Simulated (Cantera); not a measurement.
A Cantera script and what it prints.

```python
import numpy as np
import cantera as ct

gas_names = """
    AL ALCL ALCL2 ALCL3 ALH AL2 AL2CL6 CL CL2 H HCL H2
""".split()
cond_names = """
    AL(cr) AL(L) ALCL3(s) ALCL3(L)
""".split()


# ... load() reads the species with a 1 bar reference pressure and builds the phases ...
atoms = {
    'AlCl3': {'AL': 1, 'CL': 3},
    'HCl': {'H': 1, 'CL': 1},
    'H2': {'H': 2},
}
top_T = {}  # K; cautious upper limits of use, not melting points


# ... equilibrate(T, P, feed) seeds the gas with the atoms and calls Mixture.equilibrate('TP', solver="vcs", rtol=1e-11, max_steps=5000) ...
results = []
feed = {'AlCl3': 1, 'HCl': 0.63, 'H2': 2.7}  # mol
T = 1100  # K
P = 100000  # Pa
mix = equilibrate(T, P, feed)
results.append((T, P, feed, dict(zip(mix.species_names, mix.species_moles))))
x = sorted(zip(gas.X, gas.species_names), reverse=True)
print(f"T = {T:g} K  P = {P:g} Pa  gas = {mix.phase_moles(0):.4g} mol")
print("   x: " + "  ".join(f"{s} {v:.3e}" for v, s in x if v > 1e-06))
print("   condensed (mol): " + ("  ".join(f"{mix.phase(i).name} {mix.phase_moles(i):.4g}"
      for i in range(1, mix.n_phases) if mix.phase_moles(i) > 1e-12) or "none"))
```

Result:

```
T = 1100 K  P = 100000 Pa  gas = 4.324 mol
   x: H2 6.245e-01  ALCL3 2.283e-01  HCL 1.457e-01  AL2CL6 1.486e-03  ALCL2 6.912e-06
   condensed (mol): none
```

These are equilibrium values from Cantera (NASA tables, ideal gas, pure condensed phases), not measurements of a reactor.
